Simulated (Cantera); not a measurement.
Cantera run:

```python
import numpy as np
import cantera as ct

gas_names = """
    H2 S2 H2S PbS
""".split()
cond_names = """
    Pb(cr) Pb(L) Ca(a) Ca(b) Ca(L) CaS(s) Ni(cr) Ni(L) NiS2(s) NiS2(L) Ni3S4(s) Ba(cr) Ba(L) BaS(s)
    Na(cr) Na(L) Na2S(1) Na2S(2) Na2S(L)
""".split()


def load(file, names, dense=False):
    # The tables refer to 1 bar. Condensed volumes are neglected.
    table = {s.name: s for s in ct.Species.list_from_file(file)}
    out = []
    for n in names:
        d = dict(table[n].input_data)
        d["thermo"] = dict(d["thermo"], **{"reference-pressure": 1e5})
        if dense:
            d["equation-of-state"] = {"model": "constant-volume", "density": "1e6 g/cm^3"}
        out.append(ct.Species.from_dict(d))
    return out


species = {s.name: s for s in load("nasa_gas.yaml", gas_names) + load("nasa_condensed.yaml", cond_names)}
# Each term lists the table entries of one substance; the one whose range holds T is used.
reactions = {
    '2 H2(g) + S2(g) = 2 H2S(g)':
        [(-2, ['H2']), (-1, ['S2']), (2, ['H2S'])],
    '2 Pb + S2(g) = 2 PbS(g)':
        [(-2, ['Pb(cr)', 'Pb(L)']), (-1, ['S2']), (2, ['PbS'])],
    '2 Ca + S2(g) = 2 CaS':
        [(-2, ['Ca(a)', 'Ca(b)', 'Ca(L)']), (-1, ['S2']), (2, ['CaS(s)'])],
    'Ni + S2(g) = NiS2':
        [(-1, ['Ni(cr)', 'Ni(L)']), (-1, ['S2']), (1, ['NiS2(s)', 'NiS2(L)'])],
    '1.5 Ni + S2(g) = 0.5 Ni3S4':
        [(-1.5, ['Ni(cr)', 'Ni(L)']), (-1, ['S2']), (0.5, ['Ni3S4(s)'])],
    '2 Ba + S2(g) = 2 BaS':
        [(-2, ['Ba(cr)', 'Ba(L)']), (-1, ['S2']), (2, ['BaS(s)'])],
    '4 Na + S2(g) = 2 Na2S':
        [(-4, ['Na(cr)', 'Na(L)']), (-1, ['S2']), (2, ['Na2S(1)', 'Na2S(2)', 'Na2S(L)'])],
}


def pick(names, T):
    return next(species[n] for n in names if species[n].thermo.min_temp <= T <= species[n].thermo.max_temp)


results = []
for label, terms in reactions.items():
    print(label)
    print("     T/K   dH/kJ  dS/(J/K)   dG/kJ   log10 K")
    for T in [300, 350, 375, 400, 425, 450, 475, 500, 525, 550, 575, 600]:
        used = [(nu, pick(names, T)) for nu, names in terms]
        dH = sum(nu * s.thermo.h(T) for nu, s in used) / 1e6
        dS = sum(nu * s.thermo.s(T) for nu, s in used) / 1e3
        dG = dH - T * dS / 1e3
        logK = -dG * 1e6 / (ct.gas_constant * T * np.log(10))
        results.append((label, T, dH, dS, dG, logK, [s.name for _, s in used]))
        print(f"{T:8g} {dH:8.1f} {dS:8.1f} {dG:8.1f} {logK:8.2f}")
```

It prints:

```
2 H2(g) + S2(g) = 2 H2S(g)
     T/K   dH/kJ  dS/(J/K)   dG/kJ   log10 K
     300   -169.4    -78.3   -146.0    25.41
     350   -170.5    -81.6   -142.0    21.19
     375   -171.1    -83.2   -139.9    19.49
     400   -171.6    -84.5   -137.8    18.00
     425   -172.2    -85.8   -135.7    16.68
     450   -172.7    -87.0   -133.5    15.50
     475   -173.2    -88.1   -131.3    14.44
     500   -173.7    -89.1   -129.1    13.49
     525   -174.1    -90.0   -126.9    12.62
     550   -174.6    -90.9   -124.6    11.83
     575   -175.0    -91.6   -122.3    11.11
     600   -175.4    -92.4   -120.0    10.45
2 Pb + S2(g) = 2 PbS(g)
     T/K   dH/kJ  dS/(J/K)   dG/kJ   log10 K
     300    135.2    144.8     91.7   -15.97
     350    134.4    142.4     84.5   -12.62
     375    133.9    141.2     81.0   -11.28
     400    133.5    140.1     77.5   -10.12
     425    133.1    139.0     74.0    -9.09
     450    132.6    138.0     70.5    -8.19
     475    132.2    137.0     67.1    -7.38
     500    131.7    136.0     63.7    -6.65
     525    131.2    135.0     60.3    -6.00
     550    130.7    134.1     56.9    -5.41
     575    130.2    133.2     53.6    -4.87
     600    129.6    132.3     50.3    -4.38
2 Ca + S2(g) = 2 CaS
     T/K   dH/kJ  dS/(J/K)   dG/kJ   log10 K
     300  -1074.8   -200.1  -1014.8   176.69
     350  -1074.3   -198.5  -1004.8   149.96
     375  -1074.0   -197.7   -999.9   139.27
     400  -1073.8   -197.1   -994.9   129.92
     425  -1073.5   -196.5   -990.0   121.68
     450  -1073.3   -195.9   -985.1   114.35
     475  -1073.0   -195.4   -980.2   107.79
     500  -1072.8   -195.0   -975.3   101.89
     525  -1072.6   -194.5   -970.5    96.56
     550  -1072.4   -194.2   -965.6    91.70
     575  -1072.2   -193.9   -960.8    87.28
     600  -1072.1   -193.6   -955.9    83.22
Ni + S2(g) = NiS2
     T/K   dH/kJ  dS/(J/K)   dG/kJ   log10 K
     300   -259.8   -186.1   -203.9    35.50
     350   -259.2   -184.4   -194.7    29.05
     375   -258.9   -183.6   -190.1    26.47
     400   -258.7   -183.0   -185.5    24.22
     425   -258.4   -182.4   -180.9    22.23
     450   -258.2   -181.8   -176.4    20.47
     475   -257.9   -181.3   -171.8    18.89
     500   -257.7   -180.8   -167.3    17.48
     525   -257.5   -180.4   -162.8    16.19
     550   -257.3   -180.0   -158.3    15.03
     575   -257.1   -179.7   -153.8    13.97
     600   -256.9   -179.4   -149.3    13.00
1.5 Ni + S2(g) = 0.5 Ni3S4
     T/K   dH/kJ  dS/(J/K)   dG/kJ   log10 K
     300   -278.9   -179.8   -225.0    39.18
     350   -278.4   -178.1   -216.1    32.24
     375   -278.1   -177.3   -211.6    29.48
     400   -277.8   -176.5   -207.2    27.06
     425   -277.5   -175.7   -202.8    24.92
     450   -277.1   -174.9   -198.4    23.03
     475   -276.7   -174.1   -194.0    21.34
     500   -276.3   -173.3   -189.7    19.82
     525   -275.9   -172.5   -185.4    18.44
     550   -275.5   -171.7   -181.1    17.20
     575   -275.1   -171.0   -176.8    16.06
     600   -274.7   -170.3   -172.5    15.02
2 Ba + S2(g) = 2 BaS
     T/K   dH/kJ  dS/(J/K)   dG/kJ   log10 K
     300  -1055.6   -196.2   -996.7   173.54
     350  -1055.1   -194.7   -987.0   147.29
     375  -1054.9   -194.0   -982.1   136.80
     400  -1054.6   -193.5   -977.3   127.61
     425  -1054.4   -193.0   -972.4   119.51
     450  -1054.2   -192.5   -967.6   112.31
     475  -1054.0   -192.1   -962.8   105.87
     500  -1053.8   -191.7   -958.0   100.08
     525  -1053.7   -191.3   -953.2    94.84
     550  -1053.5   -191.0   -948.4    90.07
     575  -1053.3   -190.7   -943.7    85.72
     600  -1053.2   -190.5   -938.9    81.74
4 Na + S2(g) = 2 Na2S
     T/K   dH/kJ  dS/(J/K)   dG/kJ   log10 K
     300   -860.6   -240.9   -788.3   137.25
     350   -859.7   -238.3   -776.3   115.86
     375   -869.9   -265.6   -770.3   107.29
     400   -869.7   -265.1   -763.6    99.72
     425   -869.5   -264.6   -757.0    93.04
     450   -869.2   -264.0   -750.4    87.10
     475   -868.9   -263.3   -743.8    81.79
     500   -868.6   -262.6   -737.2    77.02
     525   -868.2   -261.9   -730.7    72.70
     550   -867.8   -261.2   -724.1    68.77
     575   -867.4   -260.4   -717.6    65.19
     600   -866.9   -259.6   -711.1    61.91
```

Source: NASA polynomial tables (part measured, part estimated), evaluated in Cantera. Condensed species are held in their standard states even where they would react or evaporate.
